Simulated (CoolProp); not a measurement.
Cyclopentane along the isotherm 549.4 K: density (kg/m³) from the reference equation and from simpler models built on Tc = 511.7 K, pc = 45.83 bar, ω = 0.202; each cubic takes its own stable root.

Model: reference Helmholtz-energy equation of state, Gedanitz 2015, in CoolProp.

```json
[
 {"p (bar)": "1.45", "phase": "gas", "reference": "2.246", "ideal gas": "2.226", "van der Waals": "2.244", "Redlich-Kwong": "2.246", "Soave-Redlich-Kwong": "2.245", "Peng-Robinson": "2.248"},
 {"p (bar)": "2.13", "phase": "gas", "reference": "3.314", "ideal gas": "3.270", "van der Waals": "3.309", "Redlich-Kwong": "3.313", "Soave-Redlich-Kwong": "3.312", "Peng-Robinson": "3.318"},
 {"p (bar)": "3.12", "phase": "gas", "reference": "4.884", "ideal gas": "4.790", "van der Waals": "4.874", "Redlich-Kwong": "4.883", "Soave-Redlich-Kwong": "4.881", "Peng-Robinson": "4.893"},
 {"p (bar)": "4.58", "phase": "gas", "reference": "7.237", "ideal gas": "7.032", "van der Waals": "7.215", "Redlich-Kwong": "7.235", "Soave-Redlich-Kwong": "7.229", "Peng-Robinson": "7.255"},
 {"p (bar)": "6.73", "phase": "gas", "reference": "10.79", "ideal gas": "10.33", "van der Waals": "10.74", "Redlich-Kwong": "10.78", "Soave-Redlich-Kwong": "10.77", "Peng-Robinson": "10.83"},
 {"p (bar)": "9.87", "phase": "gas", "reference": "16.16", "ideal gas": "15.15", "van der Waals": "16.06", "Redlich-Kwong": "16.15", "Soave-Redlich-Kwong": "16.12", "Peng-Robinson": "16.25"},
 {"p (bar)": "14.5", "phase": "gas", "reference": "24.54", "ideal gas": "22.26", "van der Waals": "24.32", "Redlich-Kwong": "24.53", "Soave-Redlich-Kwong": "24.45", "Peng-Robinson": "24.74"},
 {"p (bar)": "21.3", "phase": "gas", "reference": "38.03", "ideal gas": "32.70", "van der Waals": "37.55", "Redlich-Kwong": "38.01", "Soave-Redlich-Kwong": "37.80", "Peng-Robinson": "38.49"},
 {"p (bar)": "31.2", "phase": "gas", "reference": "60.99", "ideal gas": "47.90", "van der Waals": "60.02", "Redlich-Kwong": "61.01", "Soave-Redlich-Kwong": "60.36", "Peng-Robinson": "62.05"},
 {"p (bar)": "45.8", "phase": "gas", "reference": "107.1", "ideal gas": "70.32", "van der Waals": "106.6", "Redlich-Kwong": "107.6", "Soave-Redlich-Kwong": "104.7", "Peng-Robinson": "109.4"},
 {"p (bar)": "67.3", "phase": "supercritical", "reference": "246.2", "ideal gas": "103.3", "van der Waals": "256.2", "Redlich-Kwong": "249.6", "Soave-Redlich-Kwong": "226.0", "Peng-Robinson": "240.8"},
 {"p (bar)": "98.7", "phase": "supercritical", "reference": "407.4", "ideal gas": "151.5", "van der Waals": "323.3", "Redlich-Kwong": "366.9", "Soave-Redlich-Kwong": "352.3", "Peng-Robinson": "384.6"},
 {"p (bar)": "145", "phase": "supercritical", "reference": "468.5", "ideal gas": "222.6", "van der Waals": "362.6", "Redlich-Kwong": "432.8", "Soave-Redlich-Kwong": "423.2", "Peng-Robinson": "466.2"},
 {"p (bar)": "213", "phase": "supercritical", "reference": "510.7", "ideal gas": "327.0", "van der Waals": "394.6", "Redlich-Kwong": "486.2", "Soave-Redlich-Kwong": "479.2", "Peng-Robinson": "530.1"},
 {"p (bar)": "312", "phase": "supercritical", "reference": "547.1", "ideal gas": "479.0", "van der Waals": "423.0", "Redlich-Kwong": "534.2", "Soave-Redlich-Kwong": "529.0", "Peng-Robinson": "586.3"},
 {"p (bar)": "458", "phase": "supercritical", "reference": "582.3", "ideal gas": "703.2", "van der Waals": "449.5", "Redlich-Kwong": "579.7", "Soave-Redlich-Kwong": "575.9", "Peng-Robinson": "638.6"}
]
```
